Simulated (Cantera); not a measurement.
**Equilibrium for calcination and drying: NaOH + H2O + CO2**

A closed system holds: 1 mol NaOH, a varied amount of H2O, 0.097 mol CO2, held at 63.0 Pa.

Cantera equilibrium calculation (NASA polynomials, part measured and part estimated; ideal gas, pure solids and liquids). Candidate condensed phases: C, C6H6, C7H8, C8H18, H2O, Na, NaOH, NaO2, Na2CO3, Na2O, Na2O2; 117 gas species. Rates play no part.

Stable condensed phases:

```
T in K \ n(H2O) in mol
          0.3 0.37 0.45 0.56 0.68 0.84    1  1.3  1.5  1.9  2.3  2.9  3.5
   1773     A    A    A    A    A    A    A    A    A    A    A    A    A
   1723     A    A    A    A    A    A    A    A    A    A    A    A    A
   1673     A    A    A    A    A    A    A    A    A    A    A    A    A
   1623     A    A    A    A    A    A    A    A    A    A    A    A    A
   1573     A    A    A    A    A    A    A    A    A    A    A    A    A
   1523     A    A    A    A    A    A    A    A    A    A    A    A    A
   1473     A    A    A    A    A    A    A    A    A    A    A    A    A
   1423     A    A    A    A    A    A    A    A    A    A    A    A    A
   1373     A    A    A    A    A    A    A    A    A    A    A    A    A
   1323     A    A    A    A    A    A    A    A    A    A    A    A    A
   1273     A    A    A    A    A    A    A    A    A    A    A    A    A
   1223     B    B    B    B    B    B    B    A    A    A    A    A    A
   1173     B    B    B    B    B    B    B    B    B    B    B    A    A
   1123     B    B    B    B    B    B    B    B    B    B    B    B    B
```

A: gas only; B: Na2CO3.
